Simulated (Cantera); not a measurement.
Input (Python, Cantera) and output of one run.

```python
import numpy as np
import cantera as ct

gas_names = """
    CL CLO CL2 Mg MgCL MgCL2 MgO Mg2 O O2 O3 Ti TiCL TiCL2 TiCL3 TiCL4 TiO TiOCL TiOCL2 TiO2
""".split()
cond_names = """
    Mg(cr) Mg(L) MgCL2(s) MgCL2(L) MgO(s) MgO(L) MgTiO3(s) MgTiO3(L) MgTi2O5(s) MgTi2O5(L) Mg2TiO4(s)
    Mg2TiO4(L) Ti(a) Ti(b) Ti(L) TiCL2(s) TiCL3(s) TiCL4(L) TiO(a) TiO(b) TiO(L) TiO2(ru) TiO2(L)
    Ti2O3(a) Ti2O3(b) Ti2O3(L) Ti3O5(a) Ti3O5(b) Ti3O5(L) Ti4O7(s) Ti4O7(L)
""".split()


# ... load() reads the species with a 1 bar reference pressure and builds the phases ...
atoms = {
    'TiO2': {'Ti': 1, 'O': 2},
    'MgCl2': {'Mg': 1, 'CL': 2},
    'O2': {'O': 2},
}
top_T = {'TiCL2(s)': 1300, 'TiCL3(s)': 1000}  # K; cautious upper limits of use, not melting points


# ... equilibrate(T, P, feed) seeds the gas with the atoms and calls Mixture.equilibrate('TP', solver="vcs", rtol=1e-11, max_steps=5000) ...
results = []
feed = {'TiO2': 1, 'MgCl2': 1.4, 'O2': 0.55}  # mol
P = 35000  # Pa
for T in [1100, 1250, 1400, 1550, 1700, 1850, 2000, 2150]:
    mix = equilibrate(T, P, feed)
    results.append((T, P, feed, dict(zip(mix.species_names, mix.species_moles))))

top = {s: max(r[3][s] / sum(r[3][g] for g in gas_names) for r in results) for s in gas_names}
cols = sorted((s for s in top if top[s] > 0.0001), key=lambda s: -top[s])[:8]
seen = [c for c in cond_names if any(r[3].get(c, 0) > 1e-12 for r in results)]
print("log10 of partial pressures in bar; condensed amounts in mol")
print(f"{'T/K':>10s}" + "".join(f"{s[:9]:>10s}" for s in cols + seen))
for T, P, feed, n in results:
    ng = sum(n[g] for g in gas_names)
    print(f"{T:10.4g}" + "".join(f"{np.log10(max(n[s] / ng * P / 1e5, 1e-99)):10.3f}" for s in cols)
          + "".join(f"{n.get(c, 0):10.4g}" for c in seen))
```

Result:

```
log10 of partial pressures in bar; condensed amounts in mol
       T/K       CL2     MgCL2        CL        O2     TiCL4         O       CLO    TiOCL2  MgCL2(L) MgTiO3(s) MgTi2O5(s MgTi2O5(L Mg2TiO4(s
      1100    -0.465    -2.814    -3.052    -2.334    -4.934    -9.770    -5.533   -11.583    0.3241    0.9288         0         0   0.07117
      1250    -0.491    -1.748    -2.353    -2.321    -3.801    -8.320    -4.959    -9.201    0.2717    0.9294         0         0   0.07011
      1400    -0.611    -1.077    -1.852    -2.198    -3.226    -7.123    -4.501    -7.493         0    0.9429         0         0   0.05462
      1550    -0.723    -0.981    -1.453    -1.706    -2.968    -5.959    -3.942    -6.112         0    0.8715   0.06183         0         0
      1700    -1.047    -0.812    -1.240    -1.319    -3.523    -5.009    -3.607    -5.523         0    0.2234    0.3875         0         0
      1850    -1.331    -0.789    -1.067    -1.265    -3.635    -4.347    -3.468    -4.800         0         0    0.4993         0         0
      2000    -1.591    -0.812    -0.928    -1.290    -3.711    -3.819    -3.394    -4.185         0         0         0    0.4992         0
      2150    -1.913    -0.829    -0.857    -1.308    -4.140    -3.363    -3.378    -3.922         0         0         0    0.4994         0
```

Cantera equilibrium calculation (NASA polynomials, part measured and part estimated; ideal gas, pure solids and liquids). Mutual solubility and eutectic melting of coexisting phases are not modelled. Condensed phases not in the tables: TiOCl, alloys, solid solutions and most ternary compounds.
